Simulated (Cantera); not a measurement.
A Cantera script and its output.

```python
import numpy as np
import cantera as ct

gas = ct.Solution("gri30.yaml")
gas.TPX = 700, 12000, {'C3H8': 1, 'O2': 3.57, 'N2': 13.4}
flame = ct.FreeFlame(gas, width=0.18)
flame.set_refine_criteria(ratio=3, slope=0.08, curve=0.16)
flame.transport_model = "mixture-averaged"
flame.solve(loglevel=0, auto=True)
z, T = flame.grid, flame.T
thick = (T[-1] - T[0]) / np.gradient(T, z).max()
show = ['C3H8', 'O2', 'C2H4', 'N2O', 'H2O2', 'CH4']
print(f"laminar burning velocity  {flame.velocity[0] * 100:.3f} cm/s")
print(f"burnt temperature         {T[-1]:.1f} K")
print(f"thermal thickness         {thick * 1e3:.4f} mm")
print(f"grid points               {len(z)}")
z0 = z[flame.heat_release_rate.argmax()]
print(f"{'z/mm':>9s}{'T/K':>9s}{'u/(m/s)':>9s}" + "".join(f"{s:>11s}" for s in show))
rows = []
for k in (-3, -2, -1.5, -1, -0.5, -0.25, 0, 0.25, 0.5, 1, 2, 4, 8):
    zz = z0 + k * thick
    rows.append([k * thick, np.interp(zz, z, T), np.interp(zz, z, flame.velocity),
                 *(np.interp(zz, z, flame.X[gas.species_index(s)]) for s in show)])
    print(f"{rows[-1][0] * 1e3:9.3f}{rows[-1][1]:9.1f}{rows[-1][2]:9.3f}" + "".join(f"{x:11.3e}" for x in rows[-1][3:]))
```

Output:

```
laminar burning velocity  212.857 cm/s
burnt temperature         2284.8 K
thermal thickness         1.9105 mm
grid points               151
     z/mm      T/K  u/(m/s)       C3H8         O2       C2H4        N2O       H2O2        CH4
   -5.731    700.1    2.134  5.551e-02  1.981e-01  1.580e-06  6.685e-14  2.448e-09  1.462e-06
   -3.821    701.6    2.149  5.526e-02  1.970e-01  2.302e-05  1.084e-12  2.639e-08  1.471e-05
   -2.866    708.0    2.182  5.489e-02  1.951e-01  1.411e-04  7.422e-12  1.251e-07  6.661e-05
   -1.910    755.8    2.363  5.336e-02  1.881e-01  1.287e-03  7.998e-11  7.806e-07  4.010e-04
   -0.955   1081.2    3.538  3.566e-02  1.496e-01  1.201e-02  1.044e-09  5.251e-06  2.415e-03
   -0.478   1447.1    4.954  1.028e-02  1.033e-01  1.786e-02  2.980e-09  6.942e-06  3.769e-03
    0.000   1802.3    6.348  3.651e-04  5.649e-02  7.210e-03  5.829e-09  1.594e-06  2.481e-03
    0.478   2008.2    7.131  1.148e-06  2.696e-02  8.672e-04  7.091e-09  2.904e-07  6.999e-04
    0.955   2089.4    7.425  6.630e-10  1.273e-02  5.173e-05  7.433e-09  4.722e-08  1.299e-04
    1.910   2124.1    7.526  2.067e-16  4.195e-03  9.831e-08  6.521e-09  1.403e-08  3.607e-06
    3.821   2134.0    7.537  1.298e-24  2.331e-03  4.039e-12  4.722e-09  1.212e-08  7.996e-09
    7.642   2140.4    7.551  3.677e-32  2.105e-03  9.758e-16  4.201e-09  1.153e-08  2.938e-12
   15.284   2149.7    7.578 -6.262e-40  1.968e-03  3.037e-20  4.255e-09  1.095e-08  9.092e-16
```

Detailed kinetics in Cantera: GRI-Mech 3.0 (53 species, 325 reactions). GRI-Mech 3.0 was tuned for natural gas; its chemistry of propane as a main component is partial and can be far from experiment. Burning velocities carry a grid error of a few per cent, more on coarse grids.
